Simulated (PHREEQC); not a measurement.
**Hard or scaling water: speciation**

Consider water at 25 °C with 0.071 mol/kgw MgCl2. Closed to the air; pH follows from the charge balance.

Equilibrium calculation in PHREEQC: ion-association model, phreeqc.dat.

No solid was allowed to form.

Question: What specific conductance does the model give?

Answer: specific conductance 13100 µS/cm.
